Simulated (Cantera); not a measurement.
Charge: 1 mol AlCl3, 9.4 mol NH3, 53 mol H2, held at 2100 K.

Cantera equilibrium calculation (NASA polynomials, part measured and part estimated; ideal gas, pure solids and liquids). Candidate condensed phases: Al, AlCl3, AlN, NH4Cl; 20 gas species. The tables' values for AlCl2 are old estimates; treat these amounts as uncertain. Kinetics and transport are ignored.

### Question
At 0.0190 bar, list the 5 most abundant gas species with their mole fractions, and the condensed phases.

### Answer
H2 0.876, N2 0.0630, HCl 0.0264, H 0.0212, AlCl 0.0130. Condensed: gas only.
